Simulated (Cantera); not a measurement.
Cantera run, input and output.

```python
import numpy as np
import cantera as ct

gas = ct.Solution("gri30.yaml")
gas.TPX = 1125, 590000, {'CH4': 1, 'O2': 1.54, 'N2': 5.78, 'CO2': 0.35}
reactor = ct.IdealGasConstPressureReactor(gas, energy="on", clone=False)
net = ct.ReactorNet([reactor])
net.rtol, net.atol = 1e-08, 1e-16
show = ['CH4', 'O2', 'CO2', 'C2H6', 'OH', 'NO2', 'O']
times = np.geomspace(3e-06, 0.2, 12)

steps = ct.SolutionArray(gas, extra=["t"])
rows = []
print(f"{'t/s':>10s}{'T/K':>9s}{'P/Pa':>11s}" + "".join(f"{s:>11s}" for s in show))
for t in times:
    while net.time < t:
        t_next = net.step()
        steps.append(gas.state, t=t_next)
    rows.append([np.interp(t, steps.t, y) for y in (steps.T, steps.P, *steps(*show).X.T)])
    print(f"{t:10.3e}{rows[-1][0]:9.1f}{rows[-1][1]:11.4g}" + "".join(f"{x:11.3e}" for x in rows[-1][2:]))
rate = np.gradient(steps.T, steps.t)
print("integrator steps:", len(steps.t))
if steps.T.max() > steps.T[0] + 200:
    print(f"time of steepest temperature rise: {steps.t[rate.argmax()]:.4e} s")
gas.TPX = 1125, 590000, {'CH4': 1, 'O2': 1.54, 'N2': 5.78, 'CO2': 0.35}
gas.equilibrate("HP")
print(f"equilibrium (HP): T = {gas.T:.1f} K  " + "  ".join(f"{s} {gas[s].X[0]:.3e}" for s in show))
```

It prints:

```
       t/s      T/K       P/Pa        CH4         O2        CO2       C2H6         OH        NO2          O
 3.000e-06   1125.0    5.9e+05  1.153e-01  1.776e-01  4.037e-02  7.947e-15  1.006e-12  5.983e-30  4.018e-13
 8.235e-06   1125.0    5.9e+05  1.153e-01  1.776e-01  4.037e-02  1.688e-13  2.783e-12  2.972e-28  1.008e-12
 2.260e-05   1125.0    5.9e+05  1.153e-01  1.776e-01  4.037e-02  3.575e-12  8.212e-12  1.530e-26  2.741e-12
 6.205e-05   1125.0    5.9e+05  1.153e-01  1.776e-01  4.037e-02  8.169e-11  2.708e-11  8.533e-25  8.076e-12
 1.703e-04   1125.0    5.9e+05  1.153e-01  1.776e-01  4.037e-02  2.266e-09  1.056e-10  5.035e-23  2.788e-11
 4.675e-04   1125.0    5.9e+05  1.153e-01  1.776e-01  4.037e-02  9.116e-08  4.551e-10  3.216e-21  1.187e-10
 1.283e-03   1125.1    5.9e+05  1.153e-01  1.776e-01  4.037e-02  2.103e-06  1.028e-09  1.540e-19  2.772e-10
 3.523e-03   1125.3    5.9e+05  1.153e-01  1.776e-01  4.037e-02  1.218e-05  1.481e-09  3.901e-18  3.751e-10
 9.670e-03   1126.6    5.9e+05  1.150e-01  1.774e-01  4.037e-02  6.373e-05  3.620e-09  1.400e-16  8.024e-10
 2.654e-02   1201.5    5.9e+05  1.032e-01  1.669e-01  4.036e-02  1.412e-03  5.516e-07  5.722e-13  9.004e-08
 7.286e-02   2574.1    5.9e+05  8.061e-13  4.917e-04  7.335e-02  8.529e-25  3.493e-03  1.096e-07  1.897e-04
 2.000e-01   2574.1    5.9e+05  8.061e-13  4.917e-04  7.335e-02  8.529e-25  3.493e-03  1.096e-07  1.897e-04
integrator steps: 2556
time of steepest temperature rise: 2.7406e-02 s
equilibrium (HP): T = 2574.1 K  CH4 9.303e-13  O2 4.917e-04  CO2 7.335e-02  C2H6 1.076e-24  OH 3.493e-03  NO2 1.096e-07  O 1.897e-04
```

Computed with Cantera and GRI-Mech 3.0 (53 species, 325 reactions).
